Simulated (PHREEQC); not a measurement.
PHREEQC input (ion-association model, phreeqc.dat):

```
SOLUTION_SPECIES
  CO3-2 + 10 H+ + 8 e- = CH4 + 3 H2O  # shut off: no methane
    -log_k -100
    -delta_h 0
    -analytic -100
SOLUTION 1
  temp 25
  units mol/kgw
  pH 7 charge
  Na 0.098
END
SELECTED_OUTPUT 1
  -reset false
  -pH true
  -pe true
  -ionic_strength true
  -water true
  -totals C Na C(-4) C(4)
  -molalities H+ Na+ CO3-2 OH- HCO3- CO2 (CO2)2 NaOH NaCO3- NaHCO3
USER_PUNCH 1
  -headings p_CO2(g) phi_CO2(g) p_H2O(g) phi_H2O(g) density
  10 PUNCH PR_P("CO2(g)"), PR_PHI("CO2(g)"), PR_P("H2O(g)"), PR_PHI("H2O(g)"), RHO
PRINT
  -reset false
USE solution 1
REACTION_TEMPERATURE 1
  10
GAS_PHASE 1
  -fixed_pressure
  -pressure 1
  -temperature 10
  -volume 20
  CO2(g) 1
  H2O(g) 0
END
# ... the last block is repeated for the other 7 points of T (°C)
```

Selected output (columns that matter, 8 of 8 rows; T (°C) added in front):

```
T (°C)	pH	mu	C	Na	m_H+	m_Na+	m_OH-	m_HCO3-	m_CO2	p_CO2(g)	phi_CO2(g)	p_H2O(g)	phi_H2O(g)	density
10	6.6192	0.094639	0.14966	0.098016	2.8926e-07	0.094613	1.5824e-08	0.094555	0.051622	0.98763	0.99355	0.012371	0.98909	1.0064
20	6.6791	0.094863	0.13522	0.09803	2.5264e-07	0.094824	4.2457e-08	0.094727	0.037206	0.97661	0.99419	0.023393	0.9899	1.0046
30	6.75	0.095065	0.12583	0.098053	2.1523e-07	0.095009	1.0768e-07	0.094848	0.027851	0.95776	0.99475	0.042239	0.99053	1.0018
40	6.832	0.095239	0.11933	0.098092	1.7874e-07	0.09516	2.6073e-07	0.094889	0.021398	0.92685	0.99527	0.073155	0.991	0.99817
50	6.9271	0.09537	0.11447	0.098157	1.4409e-07	0.095258	6.0994e-07	0.094795	0.016645	0.87799	0.99576	0.12201	0.99128	0.99387
60	7.0395	0.095422	0.1105	0.098269	1.1167e-07	0.095265	1.4012e-06	0.094448	0.012876	0.80337	0.99627	0.19663	0.99137	0.98894
70	7.1776	0.095314	0.10685	0.098475	8.1556e-08	0.095089	3.2423e-06	0.093595	0.0096304	0.69286	0.99685	0.30714	0.99131	0.98345
80	7.3612	0.094854	0.10291	0.098914	5.3656e-08	0.094511	7.941e-06	0.091579	0.0065802	0.5338	0.99764	0.4662	0.99117	0.97744
```

Constants without temperature data keep their 25 °C values here.
